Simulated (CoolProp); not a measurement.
Vapour-liquid equilibrium of propane (1) + R236FA (2) at 0.193 MPa; x and y are mole fractions of (1).

Model: multi-fluid Helmholtz-energy mixture model, Lemmon 2009 and Pan 2012; pair parameters Bell 2016, in CoolProp.

```csv
x,"bubble temperature, mixture model (K)","bubble temperature, Raoult's law (K)","y, mixture model","y, Raoult's law"
0.05,274.6,284.5,0.419,0.172
0.125,261.3,279.5,0.686,0.371
0.2,254.4,275.0,0.783,0.519
0.275,251.0,270.9,0.823,0.631
0.35,249.4,267.3,0.841,0.717
0.425,248.7,264.0,0.849,0.783
0.5,248.3,261.1,0.854,0.835
0.575,248.1,258.4,0.857,0.876
0.65,247.9,255.9,0.861,0.909
0.725,247.6,253.7,0.868,0.936
0.8,247.2,251.6,0.882,0.958
0.875,246.9,249.7,0.906,0.976
0.95,246.6,247.9,0.951,0.991
```

The largest gap from Raoult's law is -20.6 K in bubble temperature, at x = 0.2. No azeotrope shows between x = 0.05 and 0.95.

Pair parameters are fitted to limited data, so mixtures are less certain than the pure fluids. With so large a gap from Raoult's law the liquid may split in two, which this calculation doesn't test in full.
